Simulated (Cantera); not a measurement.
An adiabatic, constant-volume homogeneous reactor starts with C2H4 : O2 : N2 : H2O = 1 : 4.23 : 15.9 : 2.1 (molar parts), equivalence ratio 0.71, at 1600 K and 0.630 bar. Integrator tolerance rtol = 1e-08.

Computed with Cantera and GRI-Mech 3.0 (53 species, 325 reactions). GRI-Mech 3.0 was tuned for natural gas; its chemistry of ethylene as a main component is partial and can be far from experiment.

Question: What does this change do: initial temperature 1600 to 1375 K?

Answer: 
```csv
quantity,before,after
time of steepest temperature rise,35.4 µs,89.6 µs
temperature at 4.00 s,2737 K,2668 K
equilibrium temperature,2737 K,2668 K
x(C2H4) at 4.00 s,<1e-12 (gas-phase equilibrium <1e-12),<1e-12 (gas-phase equilibrium <1e-12)
x(O2) at 4.00 s,0.0530 (gas-phase equilibrium 0.0530),0.0519 (gas-phase equilibrium 0.0519)
x(H2O) at 4.00 s,0.145 (gas-phase equilibrium 0.145),0.153 (gas-phase equilibrium 0.153)
x(C2H6) at 4.00 s,<1e-12 (gas-phase equilibrium <1e-12),<1e-12 (gas-phase equilibrium <1e-12)
x(HO2) at 4.00 s,1.11e-5 (gas-phase equilibrium 1.11e-5),9.87e-6 (gas-phase equilibrium 9.87e-6)
x(CH3) at 4.00 s,<1e-12 (gas-phase equilibrium <1e-12),<1e-12 (gas-phase equilibrium <1e-12)
```
